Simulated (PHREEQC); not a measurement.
Buffer (model solution)

A solution holds 5 mmol/kgw H3BO3, 11 mmol/kgw K2HPO4 and 2.1 mmol/kgw NaCl, at 25 °C. Closed to the air; pH follows from the charge balance.

Computed with PHREEQC (ion-association model, phreeqc.dat).

This is a speciation only: nothing precipitates in the calculation.

Predict the pH, specific conductance, ionic strength.

pH 8.25; specific conductance 2510 µS/cm; ionic strength 0.0341 mol/kgw.

In which forms is B present?

H3BO3 89 %, H2BO3- 11 % of the B.

Species that the database lacks are ignored.
